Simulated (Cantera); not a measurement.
What does this Cantera script print?

```python
import numpy as np
import cantera as ct

gas_names = """
    SF6 F2
""".split()
cond_names = """
    S(cr1) S(cr2) S(L)
""".split()


def load(file, names, dense=False):
    # The tables refer to 1 bar. Condensed volumes are neglected.
    table = {s.name: s for s in ct.Species.list_from_file(file)}
    out = []
    for n in names:
        d = dict(table[n].input_data)
        d["thermo"] = dict(d["thermo"], **{"reference-pressure": 1e5})
        if dense:
            d["equation-of-state"] = {"model": "constant-volume", "density": "1e6 g/cm^3"}
        out.append(ct.Species.from_dict(d))
    return out


species = {s.name: s for s in load("nasa_gas.yaml", gas_names) + load("nasa_condensed.yaml", cond_names)}
# Each term lists the table entries of one substance; the one whose range holds T is used.
reactions = {
    'SF6(g) = S + 3 F2(g)':
        [(-1, ['SF6']), (1, ['S(cr1)', 'S(cr2)', 'S(L)']), (3, ['F2'])],
}


def pick(names, T):
    return next(species[n] for n in names if species[n].thermo.min_temp <= T <= species[n].thermo.max_temp)


results = []
for label, terms in reactions.items():
    print(label)
    print("     T/K   dH/kJ  dS/(J/K)   dG/kJ   log10 K")
    for T in [425, 450, 475, 500, 525, 550, 575]:
        used = [(nu, pick(names, T)) for nu, names in terms]
        dH = sum(nu * s.thermo.h(T) for nu, s in used) / 1e6
        dS = sum(nu * s.thermo.s(T) for nu, s in used) / 1e3
        dG = dH - T * dS / 1e3
        logK = -dG * 1e6 / (ct.gas_constant * T * np.log(10))
        results.append((label, T, dH, dS, dG, logK, [s.name for _, s in used]))
        print(f"{T:8g} {dH:8.1f} {dS:8.1f} {dG:8.1f} {logK:8.2f}")
```

It prints:

```
SF6(g) = S + 3 F2(g)
     T/K   dH/kJ  dS/(J/K)   dG/kJ   log10 K
     425   1224.5    359.6   1071.6  -131.71
     450   1224.9    360.6   1062.6  -123.34
     475   1225.3    361.6   1053.6  -115.86
     500   1225.7    362.4   1044.6  -109.12
     525   1226.1    363.1   1035.5  -103.02
     550   1226.4    363.6   1026.4   -97.48
     575   1226.6    364.0   1017.3   -92.41
```

Cantera with NASA thermochemical tables; ideal gases at 1 bar, condensed phases pure. Condensed species are held in their standard states even where they would react or evaporate.
